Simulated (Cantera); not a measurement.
Input (Python, Cantera) and output of one run.

```python
import numpy as np
import cantera as ct

gas_names = [...]  # 47 gases of nasa_gas.yaml made of Cl, H, N, O, Si
cond_names = """
    H2O(s) H2O(L) NH4CL(a) NH4CL(b) Si(cr) Si(L) SiO2(Lqz) SiO2(hqz) SiO2(L) Si2N2O(s) Si3N4(a)
""".split()


# ... load() reads the species with a 1 bar reference pressure and builds the phases ...
atoms = {
    'SiH2Cl2': {'Si': 1, 'H': 2, 'CL': 2},
    'N2O': {'N': 2, 'O': 1},
    'N2': {'N': 2},
}
top_T = {'Si2N2O(s)': 2100, 'Si3N4(a)': 2400}  # K; cautious upper limits of use, not melting points


# ... equilibrate(T, P, feed) seeds the gas with the atoms and calls Mixture.equilibrate('TP', solver="vcs", rtol=1e-11, max_steps=5000) ...
results = []
feed = {'SiH2Cl2': 1, 'N2O': 16, 'N2': 86}  # mol
P = 5400  # Pa
for T in [975, 1125, 1275, 1425, 1575, 1725, 1875, 2025]:
    mix = equilibrate(T, P, feed)
    results.append((T, P, feed, dict(zip(mix.species_names, mix.species_moles))))
    x = sorted(zip(gas.X, gas.species_names), reverse=True)
    print(f"T = {T:g} K  P = {P:g} Pa  gas = {mix.phase_moles(0):.4g} mol")
    print("   x: " + "  ".join(f"{s} {v:.3e}" for v, s in x if v > 0.001))
    print("   condensed (mol): " + ("  ".join(f"{mix.phase(i).name} {mix.phase_moles(i):.4g}"
          for i in range(1, mix.n_phases) if mix.phase_moles(i) > 1e-12) or "none"))
```

Output:

```
T = 975 K  P = 5400 Pa  gas = 110.9 mol
   x: N2 9.199e-01  O2 6.206e-02  HCL 1.378e-02  H2O 2.127e-03  CL2 2.100e-03
   condensed (mol): SiO2(hqz) 1
T = 1125 K  P = 5400 Pa  gas = 110.9 mol
   x: N2 9.194e-01  O2 6.232e-02  HCL 1.503e-02  H2O 1.501e-03  CL2 1.339e-03
   condensed (mol): SiO2(hqz) 1
T = 1275 K  P = 5400 Pa  gas = 111 mol
   x: N2 9.189e-01  O2 6.230e-02  HCL 1.536e-02  H2O 1.330e-03  CL 1.163e-03
   condensed (mol): SiO2(hqz) 1
T = 1425 K  P = 5400 Pa  gas = 111.1 mol
   x: N2 9.182e-01  O2 6.197e-02  HCL 1.476e-02  CL 2.615e-03  H2O 1.618e-03
   condensed (mol): SiO2(hqz) 1
T = 1575 K  P = 5400 Pa  gas = 111.1 mol
   x: N2 9.175e-01  O2 6.133e-02  HCL 1.343e-02  CL 4.335e-03  H2O 2.267e-03  NO 1.012e-03
   condensed (mol): SiO2(hqz) 1
T = 1725 K  P = 5400 Pa  gas = 111.2 mol
   x: N2 9.165e-01  O2 6.042e-02  HCL 1.174e-02  CL 6.155e-03  H2O 3.064e-03  NO 1.843e-03
   condensed (mol): SiO2(L) 1
T = 1875 K  P = 5400 Pa  gas = 111.2 mol
   x: N2 9.154e-01  O2 5.920e-02  HCL 9.970e-03  CL 7.966e-03  H2O 3.835e-03  NO 3.037e-03
   condensed (mol): SiO2(L) 0.9999
T = 2025 K  P = 5400 Pa  gas = 111.3 mol
   x: N2 9.138e-01  O2 5.756e-02  CL 9.671e-03  HCL 8.268e-03  NO 4.621e-03  H2O 4.433e-03
   condensed (mol): SiO2(L) 0.9978
```

Equilibrium computed with Cantera from the NASA thermochemical tables; the gas is ideal and each condensed phase is pure. The tables hold silica as quartz up to 1696 K and as liquid above; real silica turns to tridymite and cristobalite and melts near 1996 K.
